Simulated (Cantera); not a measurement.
A perfectly stirred reactor is fed with CO : O₂ : H₂O : N₂ = 0.0075 : 0.03 : 0.085 : 1 (molar parts), equivalence ratio 0.12, at 7.70 bar; it is held at 875 K, and followed from long to short residence time.

Detailed kinetics in Cantera: GRI-Mech 3.0 (53 species, 325 reactions).

Predict: x(CO) at τ = 16.0 s; x(O₂) at τ = 16.0 s; x(H₂O) at τ = 16.0 s; x(CO₂) at τ = 16.0 s; x(CO) at τ = 39.0 ms; x(O₂) at τ = 39.0 ms; x(H₂O) at τ = 39.0 ms; x(CO₂) at τ = 39.0 ms.


```
Property                 Value
---------------------  -------
x(CO) at τ = 16.0 s    0.00486
x(O₂) at τ = 16.0 s     0.0258
x(H₂O) at τ = 16.0 s    0.0758
x(CO₂) at τ = 16.0 s   0.00183
x(CO) at τ = 39.0 ms   0.00668
x(O₂) at τ = 39.0 ms    0.0267
x(H₂O) at τ = 39.0 ms   0.0757
x(CO₂) at τ = 39.0 ms  4.21e-8
```
